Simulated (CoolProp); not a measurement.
Computed with CoolProp (reference Helmholtz-energy equation of state, de Reuck 1990).

Task: For fluorine, give the phase and the density (kg/m³), cp (kJ/(kg K)), expansivity (1/kK) at 145.5 K and 1.09 MPa; 145.5 K and 12 MPa.

Result: 
- 145.5 K and 1.09 MPa: gas; density 36.8, cp 0.878, expansivity 8.62
- 145.5 K and 12 MPa: supercritical; density 1030, cp 1.97, expansivity 12.2
